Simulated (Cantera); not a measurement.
What does this Cantera script print?

```python
import numpy as np
import cantera as ct

gas_names = """
    C CN CO CO2 C2 CCN CNC C2N2 C2O C3 C3O2 C4 C4N2 C5 N NCO NO NO2 NO3 N2 N2O O O2 O3
""".split()
cond_names = """
    C(gr)
""".split()


# ... load() reads the species with a 1 bar reference pressure and builds the phases ...
atoms = {
    'CO': {'C': 1, 'O': 1},
    'CO2': {'C': 1, 'O': 2},
    'N2': {'N': 2},
}
top_T = {'C(gr)': 4500}  # K; cautious upper limits of use, not melting points


# ... equilibrate(T, P, feed) seeds the gas with the atoms and calls Mixture.equilibrate('TP', solver="vcs", rtol=1e-11, max_steps=5000) ...
results = []
T = 2300  # K
P = 18  # Pa
for m in [0.035, 0.064, 0.12, 0.22, 0.41, 0.75, 1.4, 2.6, 4.7]:
    feed = {'CO': 1, 'CO2': m, 'N2': 0.7}  # mol
    mix = equilibrate(T, P, feed)
    results.append((T, P, feed, dict(zip(mix.species_names, mix.species_moles))))
    x = sorted(zip(gas.X, gas.species_names), reverse=True)
    print(f"T = {T:g} K  P = {P:g} Pa  n(CO2) = {m:g} mol  gas = {mix.phase_moles(0):.4g} mol")
    print("   x: " + "  ".join(f"{s} {v:.3e}" for v, s in x if v > 0.001))
    print("   condensed (mol): " + ("  ".join(f"{mix.phase(i).name} {mix.phase_moles(i):.4g}"
          for i in range(1, mix.n_phases) if mix.phase_moles(i) > 1e-12) or "none"))
```

It prints:

```
T = 2300 K  P = 18 Pa  n(CO2) = 0.035 mol  gas = 1.748 mol
   x: CO 5.800e-01  N2 4.003e-01  CO2 1.218e-02  O 6.738e-03
   condensed (mol): none
T = 2300 K  P = 18 Pa  n(CO2) = 0.064 mol  gas = 1.788 mol
   x: CO 5.740e-01  N2 3.912e-01  CO2 2.116e-02  O 1.183e-02  O2 1.021e-03
   condensed (mol): none
T = 2300 K  P = 18 Pa  n(CO2) = 0.12 mol  gas = 1.865 mol
   x: CO 5.642e-01  N2 3.746e-01  CO2 3.622e-02  O 2.060e-02  O2 3.096e-03  NO 1.314e-03
   condensed (mol): none
T = 2300 K  P = 18 Pa  n(CO2) = 0.22 mol  gas = 2.006 mol
   x: CO 5.506e-01  N2 3.479e-01  CO2 5.760e-02  O 3.357e-02  O2 8.222e-03  NO 2.063e-03
   condensed (mol): none
T = 2300 K  P = 18 Pa  n(CO2) = 0.41 mol  gas = 2.276 mol
   x: CO 5.334e-01  N2 3.061e-01  CO2 8.615e-02  O 5.182e-02  O2 1.959e-02  NO 2.987e-03
   condensed (mol): none
T = 2300 K  P = 18 Pa  n(CO2) = 0.75 mol  gas = 2.764 mol
   x: CO 5.160e-01  N2 2.514e-01  CO2 1.172e-01  O 7.287e-02  O2 3.875e-02  NO 3.807e-03
   condensed (mol): none
T = 2300 K  P = 18 Pa  n(CO2) = 1.4 mol  gas = 3.702 mol
   x: CO 5.004e-01  N2 1.870e-01  CO2 1.479e-01  O 9.482e-02  O2 6.560e-02  NO 4.272e-03
   condensed (mol): none
T = 2300 K  P = 18 Pa  n(CO2) = 2.6 mol  gas = 5.438 mol
   x: CO 4.891e-01  CO2 1.729e-01  N2 1.266e-01  O 1.134e-01  O2 9.382e-02  NO 4.204e-03
   condensed (mol): none
T = 2300 K  P = 18 Pa  n(CO2) = 4.7 mol  gas = 8.48 mol
   x: CO 4.820e-01  CO2 1.901e-01  O 1.266e-01  O2 1.169e-01  N2 8.067e-02  NO 3.745e-03
   condensed (mol): none
```

These are equilibrium values from Cantera (NASA tables, ideal gas, pure condensed phases), not measurements of a reactor.
